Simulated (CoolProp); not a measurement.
Vapour-liquid equilibrium of dimethyl ether (1) + n-hexane (2) at 283.3 K; x and y are mole fractions of (1).

The numbers come from the multi-fluid Helmholtz-energy mixture model, Wu 2011 and Thol 2019; pair parameters Bell 2016 in CoolProp.

```tsv
x	bubble pressure (kPa)	y at the bubble point	dew pressure at overall composition x (kPa)	liquid density (mol/L)
0.05	36.07	0.727	10.69	…
0.125	73.80	0.874	11.60	8.281
0.2	109.1	…	12.67	8.626
0.275	141.4	0.942	13.96	8.997
0.35	170.6	0.955	…	9.395
0.425	…	0.964	17.53	9.824
0.5	220.6	0.970	20.09	10.29
0.575	242.8	0.976	23.53	10.80
0.65	264.1	0.980	28.38	11.35
0.725	285.3	0.984	35.76	11.96
0.8	307.2	…	48.30	12.64
0.875	330.7	0.992	74.30	13.39
0.95	356.4	0.997	158.1	14.24
```

Question: Complete the blanks.

Answer: 
- 0.05, liquid density (mol/L): 7.957
- 0.2, y at the bubble point: 0.920
- 0.35, dew pressure at overall composition x (kPa): 15.54
- 0.425, bubble pressure (kPa): 196.8
- 0.8, y at the bubble point: 0.988

No azeotrope shows between x = 0.05 and 0.95.

Pair parameters are fitted to limited data, so mixtures are less certain than the pure fluids.
